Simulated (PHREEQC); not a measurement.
Consider water at 20 °C with 0.019 mol/kgw H3BO3, 6.4e-05 mol/kgw K2HPO4 and 0.0013 mol/kgw NaCl. Closed to the air; pH follows from the charge balance.

All values are PHREEQC results (ion-association model, phreeqc.dat), not measurements.

This is a speciation only: nothing precipitates in the calculation.

Estimate the pH, specific conductance.

pH 6.67; specific conductance 152 µS/cm.

In which forms is P present?

H2PO4- 76 %, HPO4-2 24 % of the P.
